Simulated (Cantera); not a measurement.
An adiabatic, constant-pressure homogeneous reactor starts with CO : H₂ : CH₄ : O₂ : N₂ = 1 : 0.069 : 1.4 : 5.47 : 77 (molar parts), equivalence ratio 0.61, at 1425 K and 5.00 bar.

Detailed kinetics in Cantera: GRI-Mech 3.0 (53 species, 325 reactions).

Task: Predict: time of steepest temperature rise; temperature at 9.00 s; equilibrium temperature; x(CO) at 9.00 s; x(H₂) at 9.00 s; x(H) at 9.00 s.

Result: 
```json
{
 "time_of_steepest_temperature_rise": "1.42 ms",
 "temperature at 9.00 s": "1883 K",
 "equilibrium_temperature": "1882 K",
 "x(CO) at 9.00 s": "3.83e-5 (gas-phase equilibrium 3.80e-5)",
 "x(H₂) at 9.00 s": "1.10e-5 (gas-phase equilibrium 1.10e-5)",
 "x(H) at 9.00 s": "1.05e-6 (gas-phase equilibrium 1.03e-6)"
}
```
